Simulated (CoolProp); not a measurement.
R507A at several states: density (kg/m³) from the reference equation and from simpler models built on Tc = 70.6 °C, pc = 3.705 MPa, ω = 0.286; each cubic takes its own stable root.

Computed with CoolProp (reference Helmholtz-energy equation of state, Lemmon 2003). It is a pseudo-pure fit of the blend.

```
T (°C)  p (MPa)   phase  reference
------  -------  ------  ---------
17.95    0.0224     gas     0.9186
-29.35     5.72  liquid       1281
31.25      3.47  liquid       1042
135.75   0.0219     gas     0.6375
56.15      1.44     gas      63.94
```

How far does each simpler model (Redlich-Kwong, Soave-Redlich-Kwong, Peng-Robinson) lie from the reference over these 5 states: mean and median of the absolute difference, and the worst?


- Redlich-Kwong: mean 7.4 %, median 2.1 %, worst -19.8 % at 31.25 °C and 3.47 MPa
- Soave-Redlich-Kwong: mean 5.9 %, median 1.5 %, worst -15.8 % at 31.25 °C and 3.47 MPa
- Peng-Robinson: mean 1.2 %, median 0.3 %, worst -4.8 % at 31.25 °C and 3.47 MPa
